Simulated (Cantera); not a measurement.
**Dilute partial oxidation**

An isothermal, constant-pressure homogeneous reactor starts with C2H6 : O2 : N2 : H2O = 0.015 : 0.02 : 1 : 0.089 (molar parts), at 1275 K and 3750 Torr.

Model: GRI-Mech 3.0 (53 species, 325 reactions), integrated in Cantera. The temperature is held fixed by assumption; the heat of reaction is taken as removed at once.

```json
[
 {"t (s)": "1.00e-6", "x C2H6": "0.0133", "x O2": "0.0178", "x NO": "<1e-12", "x O": "2.50e-11", "x H2O": "0.0792"},
 {"t (s)": "6.77e-6", "x C2H6": "0.0133", "x O2": "0.0178", "x NO": "<1e-12", "x O": "5.85e-10", "x H2O": "0.0792"},
 {"t (s)": "4.59e-5", "x C2H6": "0.0133", "x O2": "0.0178", "x NO": "<1e-12", "x O": "1.06e-8", "x H2O": "0.0792"},
 {"t (s)": "0.000311", "x C2H6": "0.0110", "x O2": "0.0171", "x NO": "2.68e-12", "x O": "2.13e-7", "x H2O": "0.0799"},
 {"t (s)": "0.00210", "x C2H6": "0.000173", "x O2": "0.00325", "x NO": "1.14e-9", "x O": "2.11e-7", "x H2O": "0.0908"},
 {"t (s)": "0.0143", "x C2H6": "3.39e-5", "x O2": "0.000506", "x NO": "7.47e-10", "x O": "6.26e-9", "x H2O": "0.0922"},
 {"t (s)": "0.0965", "x C2H6": "7.82e-6", "x O2": "7.33e-5", "x NO": "6.21e-10", "x O": "1.72e-10", "x H2O": "0.0919"},
 {"t (s)": "0.654", "x C2H6": "2.74e-6", "x O2": "4.04e-6", "x NO": "4.48e-10", "x O": "2.88e-12", "x H2O": "0.0912"},
 {"t (s)": "4.43", "x C2H6": "2.80e-6", "x O2": "2.15e-11", "x NO": "6.97e-11", "x O": "<1e-12", "x H2O": "0.0886"},
 {"t (s)": "30.0", "x C2H6": "2.91e-6", "x O2": "<1e-12", "x NO": "<1e-12", "x O": "<1e-12", "x H2O": "0.0825"}
]
```
x: mole fraction; the columns are a selection and need not sum to one.

Equilibrium at this temperature and pressure: C2H6 <1e-12, O2 <1e-12, NO 3.20e-11, O <1e-12, H2O 0.0721 (gas phase only).
